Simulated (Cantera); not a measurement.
A closed system holds: 1 mol C2H2, 1.2 mol H2, at 1498 K and 74.0 mbar.

Equilibrium computed with Cantera from the NASA thermochemical tables; the gas is ideal and each condensed phase is pure. Candidate condensed phases: C, C6H6, C7H8, C8H18; 76 gas species. Kinetics and transport are ignored.

Base state: H2 1.000, CH4 0.000192, H 6.32e-5 (mole fractions); condensed: C(graphite).

Question: What changes in the equilibrium state with this change: temperature from 1498 K to 2750 K?

Answer: 
| species | before | after |
|---|---|---|
| H2 | 1.000 | 0.758 |
| H | 6.32e-5 | 0.219 |
| C2H2 (acetylene) | 8.81e-6 | 0.0213 |
| C2H | <1e-9 | 0.000714 |
| C4H2 | <1e-9 | 0.000250 |
| C(graphite), mol | 2.00 | 1.89 |

Question: What changes in the equilibrium state with this change: temperature from 1498 K to 700 K?

Answer: 
```
species             before  after
----------------  --------  -----
H2                   1.000  0.696
CH4               0.000192  0.304
H                  6.32e-5  <1e-9
C(graphite), mol      2.00   1.49
```
